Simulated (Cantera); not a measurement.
Mixture: CH₄ : O₂ : N₂ : CO₂ = 1 : 1.11 : 4.18 : 0.083 (molar parts), equivalence ratio 1.8, at 10.0 bar, adiabatic and at constant pressure. Ignition delay is the time to a rise of 400 K.

Model: GRI-Mech 3.0 (53 species, 325 reactions), integrated in Cantera.

**Question.** Predict: delay at 1323 K; delay at 1473 K; delay at 1623 K; delay at 1773 K; delay at 1923 K; apparent activation energy between 1848 and 1998 K.

**Answer.** 
```
Item                                                    Result
--------------------------------------------------  ----------
delay at 1323 K                                        1.58 ms
delay at 1473 K                                       0.329 ms
delay at 1623 K                                        79.6 µs
delay at 1773 K                                        23.0 µs
delay at 1923 K                                        8.21 µs
apparent activation energy between 1848 and 1998 K  190 kJ/mol
```
